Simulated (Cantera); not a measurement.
Cantera run, input and output.

```python
import numpy as np
import cantera as ct

gas = ct.Solution("gri30.yaml")
gas.TPX = 1025, 500000, {'CH4': 1, 'O2': 1.43, 'N2': 5.37, 'H2O': 0.19}
reactor = ct.IdealGasConstPressureReactor(gas, energy="on", clone=False)
net = ct.ReactorNet([reactor])
net.rtol, net.atol = 1e-08, 1e-16
show = ['CH4', 'O2', 'H2O', 'C2H', 'H2O2', 'C2H6']
times = np.geomspace(3e-06, 3, 13)

steps = ct.SolutionArray(gas, extra=["t"])
rows = []
print(f"{'t/s':>10s}{'T/K':>9s}{'P/Pa':>11s}" + "".join(f"{s:>11s}" for s in show))
for t in times:
    while net.time < t:
        t_next = net.step()
        steps.append(gas.state, t=t_next)
    rows.append([np.interp(t, steps.t, y) for y in (steps.T, steps.P, *steps(*show).X.T)])
    print(f"{t:10.3e}{rows[-1][0]:9.1f}{rows[-1][1]:11.4g}" + "".join(f"{x:11.3e}" for x in rows[-1][2:]))
rate = np.gradient(steps.T, steps.t)
print("integrator steps:", len(steps.t))
if steps.T.max() > steps.T[0] + 200:
    print(f"time of steepest temperature rise: {steps.t[rate.argmax()]:.4e} s")
gas.TPX = 1025, 500000, {'CH4': 1, 'O2': 1.43, 'N2': 5.37, 'H2O': 0.19}
gas.equilibrate("HP")
print(f"equilibrium (HP): T = {gas.T:.1f} K  " + "  ".join(f"{s} {gas[s].X[0]:.3e}" for s in show))
```

It prints:

```
       t/s      T/K       P/Pa        CH4         O2        H2O        C2H       H2O2       C2H6
 3.000e-06   1025.0      5e+05  1.252e-01  1.790e-01  2.378e-02  6.111e-45  2.969e-13  7.482e-17
 9.487e-06   1025.0      5e+05  1.252e-01  1.790e-01  2.378e-02  3.354e-42  2.910e-12  2.190e-15
 3.000e-05   1025.0      5e+05  1.252e-01  1.790e-01  2.378e-02  1.174e-39  2.835e-11  6.511e-14
 9.487e-05   1025.0      5e+05  1.252e-01  1.790e-01  2.378e-02  6.609e-37  2.764e-10  2.168e-12
 3.000e-04   1025.0      5e+05  1.252e-01  1.790e-01  2.378e-02  5.403e-34  2.506e-09  7.631e-11
 9.487e-04   1025.0      5e+05  1.252e-01  1.790e-01  2.378e-02  1.054e-30  1.877e-08  3.492e-09
 3.000e-03   1025.0      5e+05  1.252e-01  1.790e-01  2.378e-02  2.859e-27  7.944e-08  1.813e-07
 9.487e-03   1025.1      5e+05  1.251e-01  1.790e-01  2.379e-02  4.100e-25  1.405e-07  2.086e-06
 3.000e-02   1025.4      5e+05  1.251e-01  1.789e-01  2.383e-02  2.587e-23  3.125e-07  1.191e-05
 9.487e-02   1029.2      5e+05  1.244e-01  1.784e-01  2.443e-02  3.410e-20  2.684e-06  1.245e-04
 3.000e-01   2482.9      5e+05  6.310e-12  6.918e-05  1.953e-01  1.243e-17  2.467e-08  2.336e-23
 9.487e-01   2482.9      5e+05  6.310e-12  6.918e-05  1.953e-01  1.243e-17  2.467e-08  2.336e-23
 3.000e+00   2482.9      5e+05  6.310e-12  6.918e-05  1.953e-01  1.243e-17  2.467e-08  2.336e-23
integrator steps: 2713
time of steepest temperature rise: 1.4104e-01 s
equilibrium (HP): T = 2482.9 K  CH4 7.171e-12  O2 6.918e-05  H2O 1.953e-01  C2H 1.366e-17  H2O2 2.467e-08  C2H6 2.895e-23
```

Detailed kinetics in Cantera: GRI-Mech 3.0 (53 species, 325 reactions).
